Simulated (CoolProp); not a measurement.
R13 at several states: Z from the reference equation and from simpler models built on Tc = 303.0 K, pc = 3.973 MPa, ω = 0.175; each cubic takes its own stable root.

Values from CoolProp's reference Helmholtz-energy equation of state, Platzer 1990. This equation is an older, rougher fit; its heat capacities, sound speeds and derivatives of the liquid may be far off and weren't checked against measurements.

| T (K) | p (MPa) | phase | reference | van der Waals | Redlich-Kwong | Soave-Redlich-Kwong | Peng-Robinson |
|---|---|---|---|---|---|---|---|
| 109.3 | 0.933 | liquid | ? | ? | 0.06211 | 0.06202 | 0.05533 |
| 179.4 | 0.282 | liquid | 0.01260 | ? | 0.01312 | ? | 0.01144 |
| 340.2 | 9.76 | supercritical | ? | 0.5235 | 0.4789 | 0.5058 | ? |
| 389 | 16.2 | supercritical | 0.6995 | 0.7429 | 0.6939 | 0.7452 | 0.6919 |
| 430.2 | 0.318 | gas | 0.9922 | 0.9902 | 0.9906 | 0.9925 | 0.9904 |
| 158.6 | 0.0116 | liquid | ? | 0.9962 | ? | 0.0005749 | 0.0005105 |

Q: Fill in the missing entries.

A: 
- 109.3, reference: 0.05912
- 109.3, van der Waals: 0.09250
- 179.4, van der Waals: 0.9240
- 179.4, Soave-Redlich-Kwong: 0.01291
- 340.2, reference: 0.4586
- 340.2, Peng-Robinson: 0.4668
- 158.6, reference: 0.0005598
- 158.6, Redlich-Kwong: 0.9942

At some of these states van der Waals, Redlich-Kwong gives the other phase, because its saturation line lies elsewhere.
